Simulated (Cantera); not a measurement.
Input: 1 mol MgO, 0.1 mol SO₂, 0.18 mol H₂O, held at 775 °C and 7.50 Torr.

Equilibrium computed with Cantera from the NASA thermochemical tables; the gas is ideal and each condensed phase is pure. Candidate condensed phases: H₂O, H₂SO₄, Mg, MgO, Mg(OH)₂, MgS, MgSO₄, S; 26 gas species. Kinetics and transport are ignored.

Base state: H₂O 0.643, SO₂ 0.357 (mole fractions); condensed: MgO(s).

Q: What changes in the equilibrium state with this change: MgO replaced by FeS?

A: 
```
species        before     after
-------------  ------  --------
H₂O             0.643     0.623
SO₂             0.357     0.329
S₂              <1e-9    0.0315
H₂S             <1e-9   0.00923
S₂O             <1e-9  0.000774
SH              <1e-9   1.74e-5
MgO(s), mol      1.00         0
FeS(s), mol         0     0.986
Fe₃O₄(s), mol       0   0.00458
```
Mutual solubility and eutectic melting of coexisting phases are not modelled. FeS: taken at fixed stoichiometry. Gases not in the tables: S₃ to S₇. Further candidate phases: Fe, FeO, Fe(OH)₂, Fe(OH)₃, FeS, FeSO₄, FeS₂, Fe₂O₃, Fe₂(SO₄)₃, Fe₃O₄.

Q: What changes in the equilibrium state with this change: temperature from 775 °C to 1450 °C?

A: 
```tsv
species	before	after
H₂O	0.643	0.637
SO₂	0.357	0.356
H₂	9.12e-6	0.00370
O₂	5.88e-8	0.00192
H	<1e-9	0.000111
O	<1e-9	2.50e-5
OH	5.20e-8	0.00105
SO	1.50e-7	0.000654
SO₃	9.13e-6	2.17e-5
MgO(s), mol	1.00	1.000
```
